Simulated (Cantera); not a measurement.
Input (Python, Cantera) and output of one run.

```python
import numpy as np
import cantera as ct

gas_names = [...]  # 135 gases of nasa_gas.yaml made of C, Cl, F, H
cond_names = """
    C(gr) C6H6(L) C7H8(L) C8H18(L),n-octa
""".split()


# ... load() reads the species with a 1 bar reference pressure and builds the phases ...
atoms = {
    'CH3F': {'C': 1, 'H': 3, 'F': 1},
    'HCl': {'H': 1, 'CL': 1},
}
top_T = {'C(gr)': 4500}  # K; cautious upper limits of use, not melting points


# ... equilibrate(T, P, feed) seeds the gas with the atoms and calls Mixture.equilibrate('TP', solver="vcs", rtol=1e-11, max_steps=5000) ...
results = []
feed = {'CH3F': 1, 'HCl': 0.019}  # mol
P = 133.322  # Pa
for T in [2000, 2250, 2500, 2750, 3000, 3250, 3500, 3750, 4000, 4250, 4500, 4750, 5000]:
    mix = equilibrate(T, P, feed)
    results.append((T, P, feed, dict(zip(mix.species_names, mix.species_moles))))
    x = sorted(zip(gas.X, gas.species_names), reverse=True)
    print(f"T = {T:g} K  P = {P:g} Pa  gas = {mix.phase_moles(0):.4g} mol")
    print("   x: " + "  ".join(f"{s} {v:.3e}" for v, s in x if v > 1e-05))
    print("   condensed (mol): " + ("  ".join(f"{mix.phase(i).name} {mix.phase_moles(i):.4g}"
          for i in range(1, mix.n_phases) if mix.phase_moles(i) > 1e-12) or "none"))
```

Output:

```
T = 2000 K  P = 133.322 Pa  gas = 2.051 mol
   x: HF 4.876e-01  H2 4.722e-01  H 3.060e-02  HCL 8.838e-03  CL 4.266e-04  C2H2,acetylene 3.627e-04  F 1.299e-05
   condensed (mol): C(gr) 0.9985
T = 2250 K  P = 133.322 Pa  gas = 2.16 mol
   x: HF 4.629e-01  H2 3.984e-01  H 1.284e-01  HCL 7.134e-03  CL 1.664e-03  C2H2,acetylene 1.334e-03  F 1.513e-04  C2H 1.705e-05
   condensed (mol): C(gr) 0.9941
T = 2500 K  P = 133.322 Pa  gas = 2.439 mol
   x: HF 4.088e-01  H 3.379e-01  H2 2.409e-01  HCL 3.911e-03  CL 3.878e-03  C2H2,acetylene 2.605e-03  F 1.198e-03  C3 3.728e-04  C2H 2.625e-04  C 1.248e-04  CF 3.913e-05  C2 3.435e-05  C4H2 1.164e-05
   condensed (mol): C(gr) 0.9826
T = 2750 K  P = 133.322 Pa  gas = 2.863 mol
   x: H 5.401e-01  HF 3.403e-01  H2 8.310e-02  C3 1.265e-02  F 8.354e-03  CL 5.429e-03  C 2.832e-03  C2H2,acetylene 2.338e-03  C2H 1.762e-03  C2 1.224e-03  HCL 1.206e-03  CF 5.463e-04  C5 1.014e-04  C4H2 2.736e-05  CH 2.099e-05  C4 1.970e-05
   condensed (mol): C(gr) 0.849
T = 3000 K  P = 133.322 Pa  gas = 3.542 mol
   x: H 5.799e-01  HF 2.323e-01  C3 7.342e-02  F 4.637e-02  C 2.583e-02  H2 1.798e-02  C2 1.098e-02  CL 5.130e-03  CF 3.645e-03  C2H 2.863e-03  C5 6.204e-04  C2H2,acetylene 5.165e-04  HCL 2.336e-04  C4 1.686e-04  CH 5.680e-05  CF2 1.178e-05
   condensed (mol): none
T = 3250 K  P = 133.322 Pa  gas = 4.146 mol
   x: H 6.099e-01  F 1.280e-01  HF 1.074e-01  C 8.260e-02  C3 3.863e-02  C2 1.702e-02  CF 5.773e-03  H2 4.812e-03  CL 4.529e-03  C2H 1.037e-03  C5 8.346e-05  CH 6.428e-05  C4 6.136e-05  HCL 5.323e-05  C2H2,acetylene 3.428e-05  CF2 1.023e-05
   condensed (mol): none
T = 3500 K  P = 133.322 Pa  gas = 4.735 mol
   x: H 6.042e-01  F 1.773e-01  C 1.586e-01  HF 3.039e-02  C2 1.244e-02  C3 7.906e-03  CL 3.999e-03  CF 3.510e-03  H2 1.396e-03  C2H 2.069e-04  CH 4.804e-05  HCL 1.392e-05
   condensed (mol): none
T = 3750 K  P = 133.322 Pa  gas = 4.96 mol
   x: H 5.994e-01  F 1.921e-01  C 1.896e-01  HF 8.293e-03  C2 4.375e-03  CL 3.826e-03  CF 1.263e-03  C3 6.253e-04  H2 4.766e-04  CH 2.536e-05  C2H 2.362e-05
   condensed (mol): none
T = 4000 K  P = 133.322 Pa  gas = 5.015 mol
   x: H 5.991e-01  F 1.964e-01  C 1.961e-01  CL 3.787e-03  HF 2.549e-03  C2 1.369e-03  CF 4.341e-04  H2 1.883e-04  C3 4.682e-05  Electron 2.350e-05  C+ 1.788e-05  CH 1.290e-05
   condensed (mol): none
T = 4250 K  P = 133.322 Pa  gas = 5.03 mol
   x: H 5.991e-01  F 1.977e-01  C 1.976e-01  CL 3.776e-03  HF 8.875e-04  C2 4.702e-04  CF 1.632e-04  H2 8.299e-05  Electron 6.039e-05  C+ 5.560e-05
   condensed (mol): none
T = 4500 K  P = 133.322 Pa  gas = 5.036 mol
   x: H 5.991e-01  F 1.982e-01  C 1.980e-01  CL 3.773e-03  HF 3.455e-04  C2 1.799e-04  Electron 1.483e-04  C+ 1.439e-04  CF 6.765e-05  H2 4.002e-05
   condensed (mol): none
T = 4750 K  P = 133.322 Pa  gas = 5.038 mol
   x: H 5.990e-01  F 1.983e-01  C 1.980e-01  CL 3.771e-03  Electron 3.378e-04  C+ 3.321e-04  HF 1.481e-04  C2 7.581e-05  CF 3.062e-05  H2 2.082e-05
   condensed (mol): none
T = 5000 K  P = 133.322 Pa  gas = 5.041 mol
   x: H 5.988e-01  F 1.983e-01  C 1.976e-01  CL 3.768e-03  Electron 7.134e-04  C+ 7.032e-04  HF 6.899e-05  C2 3.470e-05  CF 1.495e-05  H2 1.156e-05
   condensed (mol): none
```

Cantera equilibrium calculation (NASA polynomials, part measured and part estimated; ideal gas, pure solids and liquids).
